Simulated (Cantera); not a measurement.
An isothermal plug-flow reactor at 700 K and 90000 Pa (inlet), inlet velocity 1.8 m/s, active area per volume 2000 1/m; feed H2 : O2 : N2 : H2O = 0.003 : 0.025 : 0.79 : 0.018 (molar parts), equivalence ratio 0.060.

Detailed kinetics in Cantera: Deutschmann's 1995 Pt surface mechanism with GRI-Mech 3.0 gas chemistry. Catalytic surfaces can have several steady states; this one follows from the mechanism file's or the stated starting coverage. Mass transfer to the wall is taken as infinitely fast.

What does this change do: area per volume 2000 to 620 1/m?


```tsv
quantity	before	after
x(H2) at z = 0.0045 m	3.57e-5	0.000257
x(O2) at z = 0.0045 m	0.0282	0.0283
x(H2O) at z = 0.0045 m	0.0251	0.0249
θ(free Pt) at the exit	0.0155	0.0239
θ(O*) at the exit	0.981	0.972
θ(OH*) at the exit	0.00362	0.00447
```

What does this change do: inlet velocity 1.8 to 6.7 m/s?


```tsv
quantity	before	after
x(H2) at z = 0.0045 m	3.57e-5	0.000303
x(O2) at z = 0.0045 m	0.0282	0.0283
x(H2O) at z = 0.0045 m	0.0251	0.0249
θ(free Pt) at the exit	0.0155	0.0260
θ(O*) at the exit	0.981	0.969
θ(OH*) at the exit	0.00362	0.00465
```

What does this change do: area per volume 2000 to 700 1/m?


| quantity | before | after |
|---|---|---|
| x(H2) at z = 0.0045 m | 3.57e-5 | 0.000222 |
| x(O2) at z = 0.0045 m | 0.0282 | 0.0283 |
| x(H2O) at z = 0.0045 m | 0.0251 | 0.0249 |
| θ(free Pt) at the exit | 0.0155 | 0.0224 |
| θ(O*) at the exit | 0.981 | 0.973 |
| θ(OH*) at the exit | 0.00362 | 0.00433 |
